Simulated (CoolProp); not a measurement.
Vapour-liquid equilibrium of ethylbenzene (1) + m-xylene (2) at 320.1 K; x and y are mole fractions of (1).

Computed with CoolProp (multi-fluid Helmholtz-energy mixture model, Zhou 2012 and Zhou 2012; pair parameters Bell 2016).

**Question.** Give the bubble pressure and the first vapour's composition at x = 0.05, 0.2, 0.725. Is there an azeotrope?

**Answer.** x = 0.05: 0.03620 bar, y = 0.058; x = 0.2: 0.03704 bar, y = 0.224; x = 0.725: 0.03954 bar, y = 0.746. No azeotrope shows between x = 0.05 and 0.95.

Pair parameters are fitted to limited data, so mixtures are less certain than the pure fluids.
